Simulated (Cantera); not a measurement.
Cantera run:

```python
import numpy as np
import cantera as ct

gas_names = [...]  # 113 gases of nasa_gas.yaml made of C, Cu, H, O
cond_names = """
    C(gr) C6H6(L) C7H8(L) C8H18(L),n-octa Cu(cr) Cu(L) CuO(s) CuO2H2(s) Cu2O(s) Cu2O(L) H2O(s) H2O(L)
""".split()


# ... load() reads the species with a 1 bar reference pressure and builds the phases ...
atoms = {
    'Cu2O': {'Cu': 2, 'O': 1},
    'CH4': {'C': 1, 'H': 4},
    'H2': {'H': 2},
}
top_T = {'C(gr)': 4500, 'CuO(s)': 1390}  # K; cautious upper limits of use, not melting points


# ... equilibrate(T, P, feed) seeds the gas with the atoms and calls Mixture.equilibrate('TP', solver="vcs", rtol=1e-11, max_steps=5000) ...
results = []
feed = {'Cu2O': 1, 'CH4': 1.6, 'H2': 7.8}  # mol
T = 825  # K
P = 150  # Pa
mix = equilibrate(T, P, feed)
results.append((T, P, feed, dict(zip(mix.species_names, mix.species_moles))))
print(gas.report(threshold=0.001))
for i in range(1, mix.n_phases):
    print(f"{mix.phase(i).name:16s} {mix.phase_moles(i):12.5e} mol")
```

It prints:

```
       temperature   825 K
          pressure   150 Pa
           density   9.154e-05 kg/m^3
  mean mol. weight   4.1861 kg/kmol
   phase of matter   gas

                          1 kg             1 kmol
                     ---------------   ---------------
          enthalpy        1.4139e+06        5.9188e+06  J
   internal energy        -2.247e+05       -9.4061e+05  J
           entropy             53224         2.228e+05  J/K
    Gibbs function       -4.2496e+07       -1.7789e+08  J
 heat capacity c_p            7157.2             29960  J/K
 heat capacity c_v              5171             21646  J/K

                      mass frac. Y      mole frac. X     chem. pot. / RT
                     ---------------   ---------------   ---------------
               CH4         0.0043609         0.0011379           -48.551
                CO           0.54387          0.081281           -50.251
                H2           0.44101           0.91573            -23.64
               H2O          0.006063         0.0014088           -72.619
     [ +109 minor]         0.0046936        0.00044644

C(gr)             6.08583e-01 mol
Cu(cr)            2.00000e+00 mol
CuO(s)            0.00000e+00 mol
CuO2H2(s)         0.00000e+00 mol
Cu2O(s)           0.00000e+00 mol
```

Equilibrium computed with Cantera from the NASA thermochemical tables; the gas is ideal and each condensed phase is pure.
